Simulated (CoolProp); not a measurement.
Isobutane along the isobar 0.79 MPa: density (kg/m³) from the reference equation and from simpler models built on Tc = 134.7 °C, pc = 3.629 MPa, ω = 0.184; each cubic takes its own stable root.

The numbers come from the reference Helmholtz-energy equation of state, Bücker 2006 in CoolProp.

| T (°C) | phase | reference |
|---|---|---|
| 120.85 | gas | 15.37 |
| 137.25 | gas | 14.57 |
| 153.75 | gas | 13.85 |
| 170.15 | gas | 13.23 |
| 186.65 | gas | 12.66 |
| 203.15 | gas | 12.14 |
| 219.55 | gas | 11.67 |
| 236.05 | gas | 11.24 |
| 252.45 | gas | 10.85 |
| 268.95 | gas | 10.48 |
| 285.35 | gas | 10.14 |
| 301.85 | gas | 9.826 |

Question: How far does each simpler model (ideal gas, van der Waals, Redlich-Kwong, Soave-Redlich-Kwong, Peng-Robinson) lie from the reference over these 12 states: mean and median of the absolute difference, and the worst?

Answer: 
- ideal gas: mean 4.7 %, median 4.2 %, worst -8.8 % at 120.85 °C and 0.79 MPa
- van der Waals: mean 0.5 %, median 0.4 %, worst -1.4 % at 120.85 °C and 0.79 MPa
- Redlich-Kwong: mean 0.3 %, median 0.3 %, worst +0.4 % at 285.35 °C and 0.79 MPa
- Soave-Redlich-Kwong: mean 0.1 %, median 0.1 %, worst -0.2 % at 301.85 °C and 0.79 MPa
- Peng-Robinson: mean 0.7 %, median 0.7 %, worst +0.9 % at 120.85 °C and 0.79 MPa
